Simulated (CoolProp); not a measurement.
Properties of dimethyl carbonate at several states.

The numbers come from the reference Helmholtz-energy equation of state, Zhou 2011 in CoolProp.

```tsv
T (K)	p (MPa)	phase	density (kg/m³)
591.4	2.53	gas	55.19
384.7	1.82	liquid	945.7
500	0.14	gas	3.077
516	17.7	liquid	784.1
417.9	0.0484	gas	1.266
```
